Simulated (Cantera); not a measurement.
# Equilibrium for abatement and gas-phase synthesis: CS2 + H2O + H2

Input: 1 mol CS2, 9 mol H2O, 3.1 mol H2, held at 0.133 bar.

These are equilibrium values from Cantera (NASA tables, ideal gas, pure condensed phases), not measurements of a reactor. Candidate condensed phases: C, C6H6, C7H8, C8H18, H2O, H2SO4, S; 123 gas species. Equilibrium is a limit: real reactors are often held back by kinetics, nucleation or transport.

```csv
T (K),log p H,log p H2,log p H2O,log p O,log p OH,log p CO,log p SO,log p SO2,log p S,log p O2
2500,-2.24,-1.28,-1.31,-4.09,-2.95,-2.12,-2.22,-2.22,-2.83,-4.49
2600,-2.06,-1.29,-1.33,-3.69,-2.73,-2.13,-2.18,-2.23,-2.75,-4.12
2700,-1.90,-1.31,-1.36,-3.32,-2.54,-2.13,-2.16,-2.25,-2.70,-3.76
2800,-1.76,-1.34,-1.40,-2.99,-2.37,-2.14,-2.14,-2.29,-2.65,-3.45
2900,-1.62,-1.37,-1.45,-2.69,-2.22,-2.16,-2.14,-2.34,-2.61,-3.17
3000,-1.51,-1.41,-1.54,-2.42,-2.11,-2.18,-2.15,-2.42,-2.56,-2.95
3100,-1.40,-1.46,-1.65,-2.20,-2.04,-2.21,-2.18,-2.54,-2.51,-2.80
3200,-1.32,-1.53,-1.81,-2.02,-2.01,-2.24,-2.22,-2.70,-2.45,-2.71
3300,-1.24,-1.61,-2.00,-1.88,-2.02,-2.27,-2.28,-2.89,-2.38,-2.68
3400,-1.19,-1.71,-2.23,-1.77,-2.07,-2.30,-2.36,-3.13,-2.32,-2.71
```
log p: log10 of the partial pressure in bar; nothing condenses.

From 2500 K to 3400 K nothing is condensed. The main C-bearing gas is CO throughout.
